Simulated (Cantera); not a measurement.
Mixture: 5.25 % CH4, 1.58 % H2, 21.7 % O2, 71.5 % N2, at 10.0 bar, adiabatic and at constant pressure. Ignition delay is the time to a rise of 400 K.

Cantera simulation using GRI-Mech 3.0 (53 species, 325 reactions); the numbers are that mechanism's predictions, not measurements.

### Question
Predict: delay at 1000 K; delay at 1050 K; delay at 1100 K; delay at 1150 K; delay at 1200 K; delay at 1250 K; delay at 1300 K; apparent activation energy between 1200 and 1300 K.

### Answer
| Quantity | Result |
|---|---|
| delay at 1000 K | 18.0 ms |
| delay at 1050 K | 6.02 ms |
| delay at 1100 K | 2.28 ms |
| delay at 1150 K | 1.03 ms |
| delay at 1200 K | 0.542 ms |
| delay at 1250 K | 0.322 ms |
| delay at 1300 K | 0.206 ms |
| apparent activation energy between 1200 and 1300 K | 130 kJ/mol |
